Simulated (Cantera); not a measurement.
Charge: 1 mol CH2F2, 0.017 mol F2, 1.2 mol H2, held at 0.160 bar.

Method: chemical equilibrium by Gibbs-energy minimisation in Cantera with the NASA 1993 tables (ideal gas, pure condensed phases). Candidate condensed phases: C, C6H6, C7H8, C8H18; 95 gas species. Kinetics and transport are ignored.

Q: What share of the C ends up in condensed phases as a function of T (K), at 1723, 1873, 2023, 2173, 2323, 2473, 2623?

A: 
| T (K) | C condensed (%) | as |
|---|---|---|
| 1723 | 100.0 | C(graphite) |
| 1873 | 99.9 | C(graphite) |
| 2023 | 99.8 | C(graphite) |
| 2173 | 99.5 | C(graphite) |
| 2323 | 98.9 | C(graphite) |
| 2473 | 97.8 | C(graphite) |
| 2623 | 96.1 | C(graphite) |
